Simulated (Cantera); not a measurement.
A closed system holds: 1 mol C3H6, 0.065 mol NH3, at 975 K and 0.000820 bar.

These are equilibrium values from Cantera (NASA tables, ideal gas, pure condensed phases), not measurements of a reactor. Candidate condensed phases: C, C6H6, C7H8, C8H18; 92 gas species. The numbers say what is thermodynamically allowed, not how fast it happens.

Base state: H2 0.990, N2 0.0104, CH4 0.000101 (mole fractions); condensed: C(graphite).

### Question
What changes in the equilibrium state with this change: NH3 from 0.065 to 0.09 mol?

### Answer
```json
[
 {"species": "H2", "before": "0.990", "after": "0.986"},
 {"species": "N2", "before": "0.0104", "after": "0.0142"},
 {"species": "CH4", "before": "0.000101", "after": "0.000100"},
 {"species": "C(graphite), mol", "before": "3.00", "after": "3.00"}
]
```

### Question
What changes in the equilibrium state with this change: NH3 from 0.065 to 0.84 mol?

### Answer
```json
[
 {"species": "H2", "before": "0.990", "after": "0.910"},
 {"species": "N2", "before": "0.0104", "after": "0.0898"},
 {"species": "CH4", "before": "0.000101", "after": "8.53e-5"},
 {"species": "C(graphite), mol", "before": "3.00", "after": "3.00"}
]
```

### Question
What changes in the equilibrium state with this change: temperature from 975 K to 1800 K?

### Answer
```tsv
species	before	after
H2	0.990	0.977
H	3.97e-8	0.0124
N2	0.0104	0.0100
HCN	3.49e-7	0.000607
C2H2 (acetylene)	<1e-9	0.000171
HNC	<1e-9	2.30e-5
CH4	0.000101	6.02e-7
C(graphite), mol	3.00	3.00
```
